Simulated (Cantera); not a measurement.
**Transport properties of process gases**

Gas mixture: 16.6 % CO₂, 44.2 % C₂H₄, 39.3 % C₂H₂, at 0.413 Torr, frozen composition.

Cantera's kinetic-theory transport with the Lennard-Jones parameters of GRI-Mech 3.0, ideal gas; thermal conductivity in the mixture-averaged form. The composition is frozen, though it would react at the higher temperatures.

| T (K) | ρ (kg/m³) | cp (J/kg/K) | μ (µPa s) | λ (mW/m/K) | Pr | D (cm²/s) NO | D (cm²/s) C₂H₂ | D (cm²/s) CH₄ |
|---|---|---|---|---|---|---|---|---|
| 400 | 0.000495 | 1666 | 14.6 | 32.8 | 0.741 | 497 | 395 | 543 |
| 600 | 0.000330 | 2073 | 20.6 | 57.0 | 0.750 | 1020 | 833 | 1120 |
| 800 | 0.000247 | 2357 | 25.8 | 80.8 | 0.752 | 1660 | 1390 | 1850 |
| 1000 | 0.000198 | 2582 | 30.4 | 104 | 0.757 | 2430 | 2040 | 2710 |
| 1200 | 0.000165 | 2755 | 34.5 | 125 | 0.759 | 3300 | 2790 | 3700 |
| 1400 | 0.000141 | 2891 | 38.4 | 146 | 0.760 | 4270 | 3630 | 4790 |
D: mixture-averaged diffusion coefficient of that species in the mixture.
